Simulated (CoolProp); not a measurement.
The numbers come from the reference Helmholtz-energy equation of state, Leachman 2009 in CoolProp.

For normal hydrogen, give the phase and the cv (kJ/(kg K)), viscosity (µPa s) at 626.2 K and 0.346 MPa; 563.7 K and 0.765 MPa.


- 626.2 K and 0.346 MPa: gas; cv 10.4, viscosity 14.9
- 563.7 K and 0.765 MPa: gas; cv 10.4, viscosity 13.8

Viscosity comes from a separate model (Muzny 2013).
